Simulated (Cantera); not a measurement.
A closed system holds: 1 mol SiH₂Cl₂, 0.004 mol Cl₂, 49 mol N₂, held at 1700 K and 101000 Pa.

These are equilibrium values from Cantera (NASA tables, ideal gas, pure condensed phases), not measurements of a reactor. Candidate condensed phases: NH₄Cl, Si, Si₃N₄; 28 gas species. The tables' values for SiCl₃ are old estimates; treat these amounts as uncertain. The numbers say what is thermodynamically allowed, not how fast it happens.

Base state: N₂ 0.961, HCl 0.0254, H₂ 0.00709, SiCl₂ 0.00445, SiCl₃ 0.00109, SiCl₄ 0.000523, Cl 3.43e-5, SiHCl₃ 2.83e-5 (mole fractions); condensed: Si₃N₄(s).

Problem. What changes in the equilibrium state with this change: temperature from 1700 K to 1550 K?

Solution. 
| species | before | after |
|---|---|---|
| N₂ | 0.961 | 0.962 |
| HCl | 0.0254 | 0.0284 |
| H₂ | 0.00709 | 0.00564 |
| SiCl₂ | 0.00445 | 0.00120 |
| SiCl₄ | 0.000523 | 0.00161 |
| H | 1.23e-5 | 2.35e-6 |
| Cl | 3.43e-5 | 9.45e-6 |
| SiHCl₃ | 2.83e-5 | 3.93e-5 |
| SiCl₃ | 0.00109 | 0.000833 |
| Si₃N₄(s), mol | 0.231 | 0.272 |
